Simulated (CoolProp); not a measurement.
Normal hydrogen at 293.15 K and 2.02 MPa is throttled through a valve to 0.13 MPa with no heat exchange. Each further row changes one setting.

Values from CoolProp's reference Helmholtz-energy equation of state, Leachman 2009.

| case | temperature change (K) | final density (kg/m³) |
|---|---|---|
| as stated | +0.6 | 0.107 |
| outlet pressure 0.039 MPa | +0.6 | 0.0322 |
| outlet pressure 0.169 MPa | +0.5 | 0.139 |
